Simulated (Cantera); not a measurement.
A jet of 2.52 % CH4, 6.99 % O2, 90.5 % N2 at 300 K and 120 Torr hits a platinum plate 2.5 cm away at a mass flux of 0.085 kg/m²/s; the plate temperature is set and raised in steps from an oxygen-covered start.

Detailed kinetics in Cantera: Deutschmann's 1995 Pt surface mechanism with GRI-Mech 3.0 gas chemistry. Catalytic surfaces can have several steady states; this one follows from the mechanism file's or the stated starting coverage.

One state of this run: wall x CH4 = 0.0155; wall x O2 = 0.0493; wall x H2O = 0.0181; wall x OH = 2.01e-8; wall x CO = 6.16e-6; wall x CO2 = 0.0118; θ free Pt = 0.215; θ O* = 0.784; θ OH* = 0.00147. x: mole fraction at the wall; θ: surface coverage.

Task: Which value of plate T (K) does it belong to?
A. 950
B. 900
C. 1050
D. 1150

Result: B, 900
